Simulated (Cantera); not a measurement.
A closed system holds: 1 mol Si, 11 mol HF, 0.1 mol H₂, 3.8 mol NF₃, held at 1048 K and 13.3 mbar.

Method: chemical equilibrium by Gibbs-energy minimisation in Cantera with the NASA 1993 tables (ideal gas, pure condensed phases). Candidate condensed phases: Si, Si₃N₄; 37 gas species. Equilibrium is a limit: real reactors are often held back by kinetics, nucleation or transport.

Base state: HF 0.547, F 0.270, N₂ 0.0928, SiF₄ 0.0489, F₂ 0.0408 (mole fractions); condensed: gas only.

Question: What changes in the equilibrium state with this change: HF from 11 to 2.5 mol?

Answer: 
```csv
species,before,after
F,0.270,0.421
HF,0.547,0.232
N₂,0.0928,0.163
F₂,0.0408,0.0987
SiF₄,0.0489,0.0858
NF₃,6.70e-6,3.35e-5
```
